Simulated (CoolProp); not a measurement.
The numbers come from the reference Helmholtz-energy equation of state, Lemmon 2022 in CoolProp.

Task: For R1234yf, give the phase and the Prandtl number at 128.7 K and 4.06 MPa; 221.4 K and 0.0136 MPa; 300.9 K and 1.76 MPa.

Result: 
- 128.7 K and 4.06 MPa: liquid; Prandtl number 70.5
- 221.4 K and 0.0136 MPa: gas; Prandtl number 0.895
- 300.9 K and 1.76 MPa: liquid; Prandtl number 3.16

Viscosity comes from a separate model (Bell 2016), an estimate that may be off by 10 % or more. Thermal conductivity comes from a separate model (Perkins 2011).
